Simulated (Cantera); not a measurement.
An isothermal, constant-pressure homogeneous reactor starts with 27.5 % H2, 72.5 % O2, equivalence ratio 0.19, at 973 K and 12.0 Torr.

Detailed kinetics in Cantera: the H2/O2 subset of GRI-Mech 3.0, which has no nitrogen chemistry. Radical loss at walls, strong at low pressure, is not modelled. The temperature is held fixed by assumption; the heat of reaction is taken as removed at once.

One state of this run: x H2 = 2.89e-7; x O2 = 0.681; x H2O = 0.319; x H = 5.91e-9; x H2O2 = 3.43e-8; x OH = 1.87e-5; x O = 7.45e-7. x: mole fraction; the columns are a selection and need not sum to one.

**Question.** Which value of t (s) does it belong to?
A) 0.0674
B) 60.0
C) 1.02
D) 7.57e-5

**Answer.** C, 1.02
